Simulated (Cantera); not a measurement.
Source: NASA polynomial tables (part measured, part estimated), evaluated in Cantera. Values are per mole of reaction as written; species without (g) are pure solids or liquids, kept so even where they would boil at 1 bar.

Q: Between 548 and 848 K, where is each reaction favourable under standard conditions?
- S + Ni → NiS

A: 
- S + Ni → NiS: ΔG° is -81 kJ at 548 K and -76 kJ at 848 K; it stays negative (K > 1). ΔH° is -89 kJ and ΔS° -15 J/K at 848 K.
